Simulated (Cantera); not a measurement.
An isothermal, constant-pressure homogeneous reactor starts with H₂ : O₂ = 0.011 : 1 (molar parts), equivalence ratio 0.0055, at 1450 K and 0.00415 atm.

Cantera simulation using GRI-Mech 3.0 (53 species, 325 reactions); the numbers are that mechanism's predictions, not measurements. Radical loss at walls, strong at low pressure, is not modelled.

x: mole fraction; the columns are a selection and need not sum to one.

```json
[
 {"t (s)": "4.00e-6", "x H₂": "0.0109", "x O₂": "0.989", "x O": "2.26e-11", "x H₂O": "<1e-12", "x H₂O₂": "<1e-12", "x HO₂": "6.18e-10", "x OH": "2.25e-11"},
 {"t (s)": "1.04e-5", "x H₂": "0.0109", "x O₂": "0.989", "x O": "1.47e-10", "x H₂O": "<1e-12", "x H₂O₂": "<1e-12", "x HO₂": "1.61e-9", "x OH": "1.47e-10"},
 {"t (s)": "2.71e-5", "x H₂": "0.0109", "x O₂": "0.989", "x O": "8.99e-10", "x H₂O": "1.25e-11", "x H₂O₂": "<1e-12", "x HO₂": "4.19e-9", "x OH": "8.96e-10"},
 {"t (s)": "7.04e-5", "x H₂": "0.0109", "x O₂": "0.989", "x O": "___", "x H₂O": "1.83e-10", "x H₂O₂": "<1e-12", "x HO₂": "___", "x OH": "___"},
 {"t (s)": "0.000183", "x H₂": "0.0109", "x O₂": "0.989", "x O": "2.11e-8", "x H₂O": "2.23e-9", "x H₂O₂": "4.39e-12", "x HO₂": "2.83e-8", "x OH": "2.06e-8"},
 {"t (s)": "0.000477", "x H₂": "0.0109", "x O₂": "0.989", "x O": "___", "x H₂O": "___", "x H₂O₂": "2.84e-11", "x HO₂": "___", "x OH": "___"},
 {"t (s)": "0.00124", "x H₂": "0.0109", "x O₂": "0.989", "x O": "3.89e-7", "x H₂O": "2.41e-7", "x H₂O₂": "1.71e-10", "x HO₂": "1.91e-7", "x OH": "3.51e-7"},
 {"t (s)": "0.00323", "x H₂": "0.0109", "x O₂": "0.989", "x O": "5.35e-6", "x H₂O": "5.36e-6", "x H₂O₂": "8.90e-10", "x HO₂": "4.91e-7", "x OH": "4.69e-6"},
 {"t (s)": "0.00839", "x H₂": "0.00814", "x O₂": "0.987", "x O": "0.00180", "x H₂O": "0.00197", "x H₂O₂": "2.52e-9", "x HO₂": "2.47e-7", "x OH": "0.00138"},
 {"t (s)": "0.0218", "x H₂": "4.74e-5", "x O₂": "0.979", "x O": "0.00953", "x H₂O": "0.00988", "x H₂O₂": "2.81e-9", "x HO₂": "1.19e-7", "x OH": "0.00161"},
 {"t (s)": "0.0568", "x H₂": "4.52e-5", "x O₂": "0.979", "x O": "0.00947", "x H₂O": "0.00989", "x H₂O₂": "2.77e-9", "x HO₂": "1.18e-7", "x OH": "0.00159"},
 {"t (s)": "0.148", "x H₂": "4.44e-5", "x O₂": "0.979", "x O": "0.00930", "x H₂O": "0.00990", "x H₂O₂": "2.75e-9", "x HO₂": "1.16e-7", "x OH": "0.00158"},
 {"t (s)": "0.384", "x H₂": "4.25e-5", "x O₂": "0.979", "x O": "0.00886", "x H₂O": "0.00993", "x H₂O₂": "2.71e-9", "x HO₂": "1.14e-7", "x OH": "0.00154"},
 {"t (s)": "1.00", "x H₂": "3.79e-5", "x O₂": "0.980", "x O": "0.00786", "x H₂O": "0.0100", "x H₂O₂": "2.60e-9", "x HO₂": "1.07e-7", "x OH": "0.00146"}
]
```

Some entries are withheld; supply them.


- 7.04e-5, x O: 4.83e-9
- 7.04e-5, x HO₂: 1.09e-8
- 7.04e-5, x OH: 4.79e-9
- 0.000477, x O: 8.09e-8
- 0.000477, x H₂O: 2.26e-8
- 0.000477, x HO₂: 7.36e-8
- 0.000477, x OH: 7.65e-8
